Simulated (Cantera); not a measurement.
## Silicon etching in halogen gases: Si + Cl2 + H2

A closed system holds: 1 mol Si, 1.8 mol Cl2, 62 mol H2, equilibrated at 402 °C and 0.0100 bar.

These are equilibrium values from Cantera (NASA tables, ideal gas, pure condensed phases), not measurements of a reactor. Candidate condensed phases: Si; 19 gas species. The numbers say what is thermodynamically allowed, not how fast it happens.

```json
{
  "x(H2)": "0.984",
  "x(SiCl4)": "0.0111",
  "x(SiHCl3)": "0.00405",
  "x(HCl)": "0.000355",
  "x(SiH2Cl2)": "9.12e-5",
  "x(SiCl3)": "1.42e-6",
  "n(Si(s))": "0.0390 mol",
  "gas_amount": "62.84 mol"
}
```
